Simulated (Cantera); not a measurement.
Feed: 1 mol trisilylamine, 0.92 mol NH₃, held at 0.720 bar.

Cantera equilibrium calculation (NASA polynomials, part measured and part estimated; ideal gas, pure solids and liquids). Candidate condensed phases: Si, Si₃N₄; 18 gas species. The feed counts by its element totals alone. Mutual solubility and eutectic melting of coexisting phases are not modelled. Rates play no part. All values below are at 1323 K.

Base state: H₂ 1.000 (mole fractions); condensed: Si(s) + Si₃N₄(s).

Problem. What changes in the equilibrium state with this change: pressure from 0.720 bar to 0.000230 bar?

Solution. 
| species | before | after |
|---|---|---|
| H₂ | 1.000 | 0.996 |
| N₂ | 1.25e-6 | 0.00393 |
| H | 1.87e-6 | 0.000104 |
| Si(s), mol | 1.56 | 1.59 |
| Si₃N₄(s), mol | 0.480 | 0.468 |
